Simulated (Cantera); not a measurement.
## Adiabatic ignition

An adiabatic, constant-volume homogeneous reactor starts with CH₄ : CO : O₂ : N₂ = 1 : 0.086 : 1.86 : 6.98 (molar parts), equivalence ratio 1.1, at 1600 K and 6.02 atm.

Computed with Cantera and GRI-Mech 3.0 (53 species, 325 reactions). Above 3000 K some thermodynamic fits are extrapolated.

```json
[
 {"t (s)": "2.00e-6", "T (K)": "1600", "P (bar)": "6.10", "x CH₄": "0.101", "x CO": "0.00866", "x O₂": "0.187", "x HO₂": "2.62e-6", "x CH₂O": "4.62e-7", "x HCO": "1.69e-11"},
 {"t (s)": "5.52e-6", "T (K)": "1600", "P (bar)": "6.10", "x CH₄": "0.101", "x CO": "0.00866", "x O₂": "0.187", "x HO₂": "5.83e-6", "x CH₂O": "4.46e-6", "x HCO": "1.50e-10"},
 {"t (s)": "1.53e-5", "T (K)": "1600", "P (bar)": "6.10", "x CH₄": "0.101", "x CO": "0.00866", "x O₂": "0.187", "x HO₂": "9.72e-6", "x CH₂O": "4.93e-5", "x HCO": "2.60e-9"},
 {"t (s)": "4.21e-5", "T (K)": "1604", "P (bar)": "6.12", "x CH₄": "0.0993", "x CO": "0.00872", "x O₂": "0.187", "x HO₂": "2.27e-5", "x CH₂O": "0.000473", "x HCO": "5.42e-8"},
 {"t (s)": "0.000116", "T (K)": "3133", "P (bar)": "12.6", "x CH₄": "<1e-12", "x CO": "0.0574", "x O₂": "0.0159", "x HO₂": "1.79e-5", "x CH₂O": "7.00e-9", "x HCO": "5.11e-7"},
 {"t (s)": "0.000321", "T (K)": "3118", "P (bar)": "12.6", "x CH₄": "<1e-12", "x CO": "0.0581", "x O₂": "0.0124", "x HO₂": "1.44e-5", "x CH₂O": "7.44e-9", "x HCO": "5.00e-7"},
 {"t (s)": "0.000887", "T (K)": "3118", "P (bar)": "12.6", "x CH₄": "<1e-12", "x CO": "0.0581", "x O₂": "0.0124", "x HO₂": "1.44e-5", "x CH₂O": "7.45e-9", "x HCO": "5.00e-7"},
 {"t (s)": "0.00245", "T (K)": "3118", "P (bar)": "12.6", "x CH₄": "<1e-12", "x CO": "0.0581", "x O₂": "0.0124", "x HO₂": "1.44e-5", "x CH₂O": "7.45e-9", "x HCO": "5.00e-7"},
 {"t (s)": "0.00676", "T (K)": "3118", "P (bar)": "12.6", "x CH₄": "<1e-12", "x CO": "0.0581", "x O₂": "0.0124", "x HO₂": "1.44e-5", "x CH₂O": "7.45e-9", "x HCO": "5.00e-7"},
 {"t (s)": "0.0187", "T (K)": "3118", "P (bar)": "12.6", "x CH₄": "<1e-12", "x CO": "0.0581", "x O₂": "0.0124", "x HO₂": "1.44e-5", "x CH₂O": "7.45e-9", "x HCO": "5.00e-7"},
 {"t (s)": "0.0516", "T (K)": "3118", "P (bar)": "12.6", "x CH₄": "<1e-12", "x CO": "0.0581", "x O₂": "0.0124", "x HO₂": "1.44e-5", "x CH₂O": "7.45e-9", "x HCO": "5.00e-7"},
 {"t (s)": "0.142", "T (K)": "3118", "P (bar)": "12.6", "x CH₄": "<1e-12", "x CO": "0.0581", "x O₂": "0.0124", "x HO₂": "1.44e-5", "x CH₂O": "7.45e-9", "x HCO": "5.00e-7"},
 {"t (s)": "0.393", "T (K)": "3118", "P (bar)": "12.6", "x CH₄": "<1e-12", "x CO": "0.0581", "x O₂": "0.0124", "x HO₂": "1.44e-5", "x CH₂O": "7.45e-9", "x HCO": "5.00e-7"},
 {"t (s)": "1.09", "T (K)": "3118", "P (bar)": "12.6", "x CH₄": "<1e-12", "x CO": "0.0581", "x O₂": "0.0124", "x HO₂": "1.44e-5", "x CH₂O": "7.45e-9", "x HCO": "5.00e-7"},
 {"t (s)": "3.00", "T (K)": "3118", "P (bar)": "12.6", "x CH₄": "<1e-12", "x CO": "0.0581", "x O₂": "0.0124", "x HO₂": "1.44e-5", "x CH₂O": "7.45e-9", "x HCO": "5.00e-7"}
]
```
x: mole fraction; the columns are a selection and need not sum to one.

```yaml
time_of_steepest_temperature_rise: 0.111 ms
temperature at 3.00 s: 3118 K
equilibrium_temperature: 3118 K
x(CH₄) at 3.00 s: <1e-12 (gas-phase equilibrium <1e-12)
x(CO) at 3.00 s: 0.0581 (gas-phase equilibrium 0.0581)
x(O₂) at 3.00 s: 0.0124 (gas-phase equilibrium 0.0124)
```
